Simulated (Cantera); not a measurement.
Equilibrium for titanium nitride, carbide and oxide coatings: TiCl4 + H2 + CH4

A closed system holds: 1 mol TiCl4, 250 mol H2, 6.3 mol CH4, held at 2198.15 K.

Method: chemical equilibrium by Gibbs-energy minimisation in Cantera with the NASA 1993 tables (ideal gas, pure condensed phases). Candidate condensed phases: C, C6H6, C7H8, C8H18, Ti, TiC, TiCl2, TiCl3, TiCl4; 96 gas species. TiC: taken at fixed stoichiometry. Rates play no part.

From 10.0 Pa to 1.00 bar the condensed part is C(graphite) + TiC(s). The share of Ti in condensed phases is highest at 1.00 bar (100.0 %) and lowest at 10.0 Pa (91.0 %).

```csv
P (Pa),x H2,x H,x HCl,x Cl,n C(graphite),n TiC(s)
10,0.567,0.420,0.00773,0.00416,4.37,0.910
28,0.705,0.280,0.0101,0.00290,4.20,0.968
77,0.804,0.180,0.0118,0.00192,4.11,0.988
220,0.872,0.111,0.0131,0.00121,4.05,0.995
600,0.914,0.0688,0.0138,0.000757,4.02,0.998
1700,0.941,0.0415,0.0143,0.000460,4.00,0.999
4600,0.957,0.0254,0.0146,0.000283,3.99,0.999
13000,0.967,0.0152,0.0148,0.000170,3.98,0.999
36000,0.973,0.00916,0.0149,0.000102,3.95,0.999
100000,0.977,0.00551,0.0150,6.16e-5,3.90,1.000
```
x: gas mole fraction; n: condensed amount in mol.
